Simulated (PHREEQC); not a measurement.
Make-up at 25 °C: 1.8 mol/kgw CaCl2 and 0.026 mol/kgw BaCl2. Closed to the air; pH follows from the charge balance.

Computed with PHREEQC (Pitzer model, pitzer.dat).

```yaml
ionic_strength: 5.48 mol/kgw
activity_of_water: 0.878
density: 1.148 g/cm³
osmotic_coefficient: 1.319
```

```csv
species,molality,activity,log γ
Cl-,3.65,2.20,-0.221
Ca+2,1.80,1.89,0.020
Ba+2,0.0260,0.0187,-0.142
H+,2.98e-7,9.19e-7,0.489
OH-,2.98e-7,9.67e-9,-1.488
```

Precipitation was switched off in this run.
